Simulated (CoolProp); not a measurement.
Vapour-liquid equilibrium of propane (1) + benzene (2) at 310.9 K; x and y are mole fractions of (1).

The numbers come from the multi-fluid Helmholtz-energy mixture model, Lemmon 2009 and Thol 2012; pair parameters Bell 2016 in CoolProp.

```json
[
 {"x": "0.05", "bubble pressure, mixture model (MPa)": "0.1366", "bubble pressure, Raoult's law (MPa)": "0.08609", "y, mixture model": "0.838", "y, Raoult's law": "0.755"},
 {"x": "0.125", "bubble pressure, mixture model (MPa)": "0.2798", "bubble pressure, Raoult's law (MPa)": "0.1819", "y, mixture model": "0.922", "y, Raoult's law": "0.893"},
 {"x": "0.2", "bubble pressure, mixture model (MPa)": "0.3975", "bubble pressure, Raoult's law (MPa)": "0.2777", "y, mixture model": "0.946", "y, Raoult's law": "0.936"},
 {"x": "0.275", "bubble pressure, mixture model (MPa)": "0.4968", "bubble pressure, Raoult's law (MPa)": "0.3735", "y, mixture model": "0.958", "y, Raoult's law": "0.957"},
 {"x": "0.35", "bubble pressure, mixture model (MPa)": "0.5835", "bubble pressure, Raoult's law (MPa)": "0.4693", "y, mixture model": "0.965", "y, Raoult's law": "0.969"},
 {"x": "0.425", "bubble pressure, mixture model (MPa)": "0.6620", "bubble pressure, Raoult's law (MPa)": "0.5651", "y, mixture model": "0.971", "y, Raoult's law": "0.977"},
 {"x": "0.5", "bubble pressure, mixture model (MPa)": "0.7355", "bubble pressure, Raoult's law (MPa)": "0.6609", "y, mixture model": "0.975", "y, Raoult's law": "0.983"},
 {"x": "0.575", "bubble pressure, mixture model (MPa)": "0.8070", "bubble pressure, Raoult's law (MPa)": "0.7567", "y, mixture model": "0.979", "y, Raoult's law": "0.988"},
 {"x": "0.65", "bubble pressure, mixture model (MPa)": "0.8789", "bubble pressure, Raoult's law (MPa)": "0.8525", "y, mixture model": "0.982", "y, Raoult's law": "0.991"},
 {"x": "0.725", "bubble pressure, mixture model (MPa)": "0.9536", "bubble pressure, Raoult's law (MPa)": "0.9483", "y, mixture model": "0.985", "y, Raoult's law": "0.994"},
 {"x": "0.8", "bubble pressure, mixture model (MPa)": "1.033", "bubble pressure, Raoult's law (MPa)": "1.044", "y, mixture model": "0.989", "y, Raoult's law": "0.996"},
 {"x": "0.875", "bubble pressure, mixture model (MPa)": "1.122", "bubble pressure, Raoult's law (MPa)": "1.140", "y, mixture model": "0.992", "y, Raoult's law": "0.998"},
 {"x": "0.95", "bubble pressure, mixture model (MPa)": "1.222", "bubble pressure, Raoult's law (MPa)": "1.236", "y, mixture model": "0.997", "y, Raoult's law": "0.999"}
]
```

The largest gap from Raoult's law is +58.7 % in bubble pressure, at x = 0.05. No azeotrope shows between x = 0.05 and 0.95.

The pair parameters rest on a limited set of measurements; away from them the model extrapolates. The gap from Raoult's law changes sign with composition, which may be real or a fault of the pair parameters; it wasn't checked against measurements. With so large a gap from Raoult's law the liquid may split in two, which this calculation doesn't test in full.
